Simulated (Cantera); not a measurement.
A closed system holds: 1 mol Si, 1.6 mol Cl2, 14 mol H2, at 1 atm.

Equilibrium computed with Cantera from the NASA thermochemical tables; the gas is ideal and each condensed phase is pure. Candidate condensed phases: Si; 19 gas species. The tables' values for SiCl3 are old estimates; treat these amounts as uncertain. The numbers say what is thermodynamically allowed, not how fast it happens.

x: gas mole fraction; n: condensed amount in mol.

| T (°C) | x H2 | x HCl | x SiCl4 | x SiHCl3 | x SiCl2 | n Si(s) |
|---|---|---|---|---|---|---|
| 400 | 0.938 | 0.000138 | 0.0326 | 0.0281 | 1.28e-8 | 0.0862 |
| 450 | 0.938 | 0.000334 | 0.0329 | 0.0276 | 9.34e-8 | 0.0880 |
| 500 | 0.937 | 0.000723 | 0.0331 | 0.0270 | 5.23e-7 | 0.0906 |
| 550 | 0.937 | 0.00142 | 0.0333 | 0.0265 | 2.36e-6 | 0.0943 |
| 600 | 0.936 | 0.00257 | 0.0333 | 0.0260 | 8.95e-6 | 0.0997 |
| 650 | 0.935 | 0.00436 | 0.0332 | 0.0254 | 2.92e-5 | 0.108 |
| 700 | 0.933 | 0.00697 | 0.0328 | 0.0247 | 8.36e-5 | ? |
| 750 | 0.931 | 0.0106 | 0.0322 | 0.0239 | 0.000215 | ? |
| 800 | 0.927 | 0.0154 | 0.0311 | 0.0229 | 0.000500 | ? |
| 850 | 0.922 | 0.0216 | 0.0296 | 0.0217 | 0.00107 | ? |
| 900 | 0.917 | 0.0291 | 0.0276 | 0.0203 | 0.00210 | ? |
| 950 | 0.910 | 0.0379 | 0.0249 | 0.0185 | 0.00384 | ? |
| 1000 | 0.901 | 0.0477 | 0.0216 | 0.0164 | 0.00651 | 0.238 |
| 1050 | 0.892 | 0.0580 | 0.0179 | 0.0140 | 0.0103 | 0.254 |

### Question
Some entries are withheld; supply them.

### Answer

- 700, n Si(s): 0.118
- 750, n Si(s): 0.132
- 800, n Si(s): 0.150
- 850, n Si(s): 0.171
- 900, n Si(s): 0.193
- 950, n Si(s): 0.217
